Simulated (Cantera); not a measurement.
Counterflow diffusion flame

A counterflow diffusion flame at 0.809 atm, nozzles 20 mm apart: fuel side 73.4 % CO, 8.80 % H₂, 3.15 % CH₄, 14.7 % N₂ at 550 K, oxidiser side 26.0 % O₂, 74.0 % N₂ at 798 K, fuel mass flux 1.3 times the oxidiser's; mixture-averaged transport, no radiation.

Model: GRI-Mech 3.0 (53 species, 325 reactions), integrated in Cantera. GRI-Mech 3.0 has no aromatics or soot, which form on the fuel side of real flames. The maximum strain rate includes the flame's own expansion and is several times the mean.

```tsv
oxidiser flux (kg/m²/s)	max strain (1/s)	mean strain (1/s)	T max (K)	peak x OH	peak x H	peak x NO	peak x CO	peak x C₂H₂
0.49	436	138	2191	0.0106	0.0100	0.000210	0.737	0.00164
0.63	552	178	2154	0.0104	0.0108	0.000164	0.737	0.00162
0.82	707	231	2114	0.0103	0.0116	0.000130	0.737	0.00158
1.1	933	311	2070	0.0101	0.0125	0.000102	0.737	0.00151
1.4	1170	395	2034	0.00979	0.0132	8.48e-5	0.737	0.00144
1.8	1490	508	1997	0.00953	0.0140	7.04e-5	0.736	0.00134
2.3	1890	649	1962	0.00917	0.0147	5.85e-5	0.736	0.00122
2.9	2350	819	1927	0.00887	0.0153	4.87e-5	0.736	0.00108
3.8	3050	1070	1884	0.00839	0.0160	3.84e-5	0.736	0.000888
```
x: mole fraction; the columns are a selection and need not sum to one.
